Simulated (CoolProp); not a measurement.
Sulfur hexafluoride at several states: density (kg/m³) from the reference equation and from simpler models built on Tc = 318.7 K, pc = 37.55 bar, ω = 0.210; each cubic takes its own stable root.

Model: reference Helmholtz-energy equation of state, Guder 2009, in CoolProp.

```json
[
 {"T (K)": "382.5", "p (bar)": "77.4", "phase": "supercritical", "reference": "584.6"},
 {"T (K)": "317.3", "p (bar)": "5.6", "phase": "gas", "reference": "32.72"},
 {"T (K)": "334.2", "p (bar)": "0.196", "phase": "gas", "reference": "1.032"}
]
```

Question: How far does each simpler model (ideal gas, van der Waals, Redlich-Kwong, Soave-Redlich-Kwong, Peng-Robinson) lie from the reference over these 3 states: mean and median of the absolute difference, and the worst?

Answer: 
- ideal gas: mean 14.9 %, median 5.3 %, worst -39.2 % at 382.5 K and 77.4 bar
- van der Waals: mean 4.3 %, median 0.6 %, worst +12.2 % at 382.5 K and 77.4 bar
- Redlich-Kwong: mean 1.7 %, median 0.1 %, worst +5.1 % at 382.5 K and 77.4 bar
- Soave-Redlich-Kwong: mean 1.8 %, median 0.1 %, worst -5.3 % at 382.5 K and 77.4 bar
- Peng-Robinson: mean 0.4 %, median 0.4 %, worst +0.7 % at 317.3 K and 5.6 bar
